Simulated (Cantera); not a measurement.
Feed: 1 mol C2F6, 0.083 mol H2, at 1875 °C and 75.0 Torr.

These are equilibrium values from Cantera (NASA tables, ideal gas, pure condensed phases), not measurements of a reactor. Candidate condensed phases: C, C6H6, C7H8, C8H18; 95 gas species. The feed counts by its element totals alone. The tables' values for C2F4 are old estimates; treat these amounts as uncertain. Gases not in the tables: C2F6 and larger saturated fluorocarbons. Equilibrium is a limit: real reactors are often held back by kinetics, nucleation or transport.

Base state: CF4 0.775, CF2 0.0970, HF 0.0952, F 0.0222, CF3 0.0108, CF 0.000203, C2F4 1.46e-5 (mole fractions); condensed: C(graphite).

Problem. What changes in the equilibrium state with this change: H2 from 0.083 to 4.9 mol?

Solution. 
| species | before | after |
|---|---|---|
| HF | 0.0952 | 0.757 |
| H2 | 1.66e-9 | 0.236 |
| H | 5.37e-7 | 0.00641 |
| CF4 | 0.775 | <1e-9 |
| CF3 | 0.0108 | <1e-9 |
| CF2 | 0.0970 | 4.31e-8 |
| F | 0.0222 | 1.48e-5 |
| C2H2 (acetylene) | <1e-9 | 0.000452 |
| C2F4 | 1.46e-5 | <1e-9 |
| CF | 0.000203 | 1.35e-7 |
| C(graphite), mol | 0.462 | 1.99 |

Problem. What changes in the equilibrium state with this change: H2 from 0.083 to 1.1 mol?

Solution. 
```csv
species,before,after
HF,0.0952,0.669
CF4,0.775,0.254
CF2,0.0970,0.0555
CF3,0.0108,0.00468
F,0.0222,0.0168
CHF3,3.40e-6,1.37e-5
C2F4,1.46e-5,4.77e-6
CF,0.000203,0.000154
"C(graphite), mol",0.462,0.968
```
